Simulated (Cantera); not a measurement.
Feed: 1 mol SiH4, 0.61 mol N2O, 9.1 mol N2, equilibrated at 5.30 mbar.

Method: chemical equilibrium by Gibbs-energy minimisation in Cantera with the NASA 1993 tables (ideal gas, pure condensed phases). Candidate condensed phases: H2O, Si, SiO2, Si2N2O, Si3N4; 35 gas species. Equilibrium is a limit: real reactors are often held back by kinetics, nucleation or transport.

At 1377 °C, list the 4 most abundant gas species with their mole fractions, and the condensed phases.

N2 0.807, H2 0.173, SiO 0.0191, H 0.000519. Condensed: Si2N2O(s).
